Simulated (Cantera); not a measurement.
What does this Cantera script print?

```python
import numpy as np
import cantera as ct

surf = ct.Interface("diamond.yaml", "diamond_100")
gas, bulk = surf.adjacent["gas"], surf.adjacent["diamond"]
k = surf.kinetics_species_index(bulk.species_names[0])
cover = ["c6HH", "c6H*", "c6*H", "c6**", "c6HM", "c6B"]

rows, drift = [], 0.0
print(f"{'T':>10s}{'um/h':>11s}" + "".join(f"{s:>11s}" for s in cover))
for v in [950, 1025, 1100, 1175, 1250, 1325, 1400]:
    T, P, xH, xCH3 = v, 16000, 0.043, 0.0011
    gas.TPX = T, P, {"H": xH, "CH3": xCH3, "CH4": 0.0021, "H2": 1 - xH - xCH3 - 0.0021}
    surf.TP = bulk.TP = T, P
    surf.coverages = "c6H*:0.1, c6HH:0.9"
    surf.advance_coverages(100.0)
    before = surf.coverages
    surf.advance_coverages(100.0)
    drift = max(drift, np.max(np.abs(surf.coverages - before) / (surf.coverages + 1e-9)))
    rate = surf.net_production_rates[k] * bulk.mean_molecular_weight / bulk.density * 3.6e9
    rows.append([rate, *surf[cover].coverages])
    print(f"{v:10.4g}{rate:11.4e}" + "".join(f"{x:11.3e}" for x in rows[-1][1:]))
```

Result:

```
         T       um/h       c6HH       c6H*       c6*H       c6**       c6HM        c6B
       950 7.2159e+01  6.292e-01  1.514e-02  3.268e-01  6.705e-03  1.700e-02  1.958e-07
      1025 1.0330e+02  5.641e-01  2.164e-02  3.851e-01  1.162e-02  1.247e-02  2.803e-07
      1100 1.3748e+02  5.039e-01  2.898e-02  4.345e-01  1.850e-02  9.263e-03  3.730e-07
      1175 1.6874e+02  4.498e-01  3.686e-02  4.746e-01  2.749e-02  6.798e-03  4.579e-07
      1250 1.8187e+02  4.022e-01  4.499e-02  5.059e-01  3.862e-02  4.586e-03  4.935e-07
      1325 1.5992e+02  3.607e-01  5.314e-02  5.293e-01  5.182e-02  2.518e-03  4.339e-07
      1400 1.2025e+02  3.245e-01  6.104e-02  5.451e-01  6.683e-02  1.058e-03  3.263e-07
```

Detailed kinetics in Cantera: the Harris–Goodwin 1993 mechanism for the reconstructed diamond (100) surface.
